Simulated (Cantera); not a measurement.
A Cantera script and its output.

```python
import numpy as np
import cantera as ct

gas = ct.Solution("gri30.yaml")
gas.TPX = 1175, 500000, {'CH4': 0.0051, 'O2': 0.034, 'N2': 1}
inlet = ct.Reservoir(gas, clone=True)

reactor = ct.IdealGasConstPressureReactor(gas, energy="off", clone=False)
exhaust = ct.Reservoir(gas, clone=True)
tau = [20, 5.8, 1.7, 0.47, 0.14, 0.039, 0.011, 0.0032][0]
for a, b in ((inlet, reactor), (reactor, exhaust)):
    ct.MassFlowController(a, b, mdot=lambda t: reactor.mass / tau)
net = ct.ReactorNet([reactor])
show = ['CH4', 'O2', 'HCO', 'C2H', 'CH3', 'N2O', 'CH2CO']

rows = []
print(f"{'tau/s':>10s}{'T/K':>9s}" + "".join(f"{s:>11s}" for s in show))
for tau in [20, 5.8, 1.7, 0.47, 0.14, 0.039, 0.011, 0.0032]:
    net.initial_time = 0.0
    net.advance(30 * tau)
    before = gas.X
    net.advance(40 * tau)
    drift = np.max(np.abs(gas.X - before) / (gas.X + 1e-9))
    rows.append([gas.T, *gas[show].X, drift])
    print(f"{tau:10.3e}{gas.T:9.1f}" + "".join(f"{x:11.3e}" for x in gas[show].X))
```

Result:

```
     tau/s      T/K        CH4         O2        HCO        C2H        CH3        N2O      CH2CO
 2.000e+01   1175.0  6.883e-06  2.294e-02  9.993e-12  9.323e-16  1.031e-07  3.143e-07  3.529e-08
 5.800e+00   1175.0  1.622e-05  2.299e-02  3.514e-11  1.802e-15  2.133e-07  6.460e-07  1.027e-07
 1.700e+00   1175.0  3.646e-05  2.311e-02  1.210e-10  3.509e-15  4.196e-07  9.387e-07  2.554e-07
 4.700e-01   1175.0  8.287e-05  2.336e-02  4.348e-10  8.375e-15  8.456e-07  8.764e-07  6.260e-07
 1.400e-01   1175.0  1.791e-04  2.384e-02  1.418e-09  2.380e-14  1.661e-06  5.661e-07  1.469e-06
 3.900e-02   1175.0  4.204e-04  2.479e-02  4.698e-09  8.896e-14  3.485e-06  2.629e-07  3.824e-06
 1.100e-02   1175.0  1.079e-03  2.664e-02  1.326e-08  3.334e-13  7.288e-06  8.680e-08  1.014e-05
 3.200e-03   1175.0  3.151e-03  3.058e-02  1.535e-08  2.604e-13  1.202e-05  1.290e-08  1.279e-05
```

Computed with Cantera and GRI-Mech 3.0 (53 species, 325 reactions).
